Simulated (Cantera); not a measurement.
Input (Python, Cantera):

```python
import numpy as np
import cantera as ct

gas = ct.Solution("h2o2.yaml")
gas.TPX = 1250, 35000, {'H2': 1.9, 'O2': 1, 'N2': 1.2}
inlet = ct.Reservoir(gas, clone=True)

reactor = ct.IdealGasConstPressureReactor(gas, energy="off", clone=False)
exhaust = ct.Reservoir(gas, clone=True)
tau = [19, 5.1, 1.4, 0.36, 0.095, 0.025, 0.0066, 0.0017, 0.00046][0]
for a, b in ((inlet, reactor), (reactor, exhaust)):
    ct.MassFlowController(a, b, mdot=lambda t: reactor.mass / tau)
net = ct.ReactorNet([reactor])
show = ['H2', 'O2', 'H', 'HO2', 'O']

rows = []
print(f"{'tau/s':>10s}{'T/K':>9s}" + "".join(f"{s:>11s}" for s in show))
for tau in [19, 5.1, 1.4, 0.36, 0.095, 0.025, 0.0066, 0.0017, 0.00046]:
    net.initial_time = 0.0
    net.advance(30 * tau)
    before = gas.X
    net.advance(40 * tau)
    drift = np.max(np.abs(gas.X - before) / (gas.X + 1e-9))
    rows.append([gas.T, *gas[show].X, drift])
    print(f"{tau:10.3e}{gas.T:9.1f}" + "".join(f"{x:11.3e}" for x in gas[show].X))
```

Result:

```
     tau/s      T/K         H2         O2          H        HO2          O
 1.900e+01   1250.0  1.484e-04  1.591e-02  2.638e-06  1.390e-06  3.243e-06
 5.100e+00   1250.0  3.518e-04  1.599e-02  9.671e-06  2.972e-06  8.130e-06
 1.400e+00   1250.0  8.085e-04  1.618e-02  3.451e-05  5.609e-06  2.052e-05
 3.600e-01   1250.0  1.890e-03  1.666e-02  1.290e-04  9.360e-06  5.457e-05
 9.500e-02   1250.0  4.209e-03  1.776e-02  4.528e-04  1.339e-05  1.398e-04
 2.500e-02   1250.0  8.932e-03  2.010e-02  1.487e-03  1.766e-05  3.479e-04
 6.600e-03   1250.0  1.767e-02  2.466e-02  4.426e-03  2.298e-05  8.358e-04
 1.700e-03   1250.0  3.287e-02  3.309e-02  1.206e-02  3.077e-05  1.973e-03
 4.600e-04   1250.0  5.628e-02  4.694e-02  2.856e-02  4.123e-05  4.326e-03
```

Model: the H2/O2 subset of GRI-Mech 3.0, which has no nitrogen chemistry, integrated in Cantera. The temperature is held fixed by assumption; the heat of reaction is taken as removed at once.
